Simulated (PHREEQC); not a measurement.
HNO3 is added in steps, without added water, to 1 kg of water holding 33 mmol/kgw Pb(NO3)2 and 11 mmol/kgw Na2SO4, at 93 °C. Oxygen is held at 0.21 atm. CO2 from the air is kept out. Solids allowed: Anglesite, Pb(OH)2. Others were left out.

Base run: PHREEQC, ion-association model, phreeqc.dat. Each further column changes one thing. The table gives HSO4- (mol/kgw).

```tsv
HNO3 added (mol)	base	Pb(NO3)2 from 0.033 to 0.0297 mol/kgw	Pb(NO3)2 from 0.033 to 0.0495 mol/kgw	diluted 2-fold with water	no solid may form
0	2.37e-7	2.49e-7	2.04e-7	2.74e-7	?
0.00041	1.38e-6	1.53e-6	9.66e-7	2.00e-6	0.000200
0.000615	2.06e-6	2.30e-6	1.45e-6	3.00e-6	0.000297
0.001025	3.45e-6	3.85e-6	2.41e-6	5.02e-6	0.000489
0.001435	4.84e-6	5.40e-6	3.38e-6	7.06e-6	0.000678
0.00164	5.54e-6	6.18e-6	3.87e-6	8.09e-6	0.000771
0.00205	6.94e-6	7.75e-6	4.84e-6	1.02e-5	0.000954
0.00246	8.35e-6	9.33e-6	5.82e-6	1.22e-5	?
0.002665	9.06e-6	1.01e-5	6.31e-6	1.33e-5	0.00122
0.003075	1.05e-5	1.17e-5	7.30e-6	1.54e-5	0.00139
0.003485	1.19e-5	1.33e-5	8.29e-6	1.75e-5	0.00156
0.00369	1.26e-5	1.41e-5	8.78e-6	1.86e-5	?
0.0041	1.41e-5	1.57e-5	9.78e-6	2.08e-5	0.00181
```

Q: What belongs in the gaps?

A: 
- 0, no solid may form: 1.60e-5
- 0.00246, no solid may form: 0.00113
- 0.00369, no solid may form: 0.00165

At this temperature some constants are extrapolated from 25 °C, and those without enthalpy data are left unchanged. The database's Pb(OH)2 solid is less soluble than what usually precipitates. In at least one series the solution becomes supersaturated in solids that the run did not let form, among them Anglesite, Pb(OH)2.
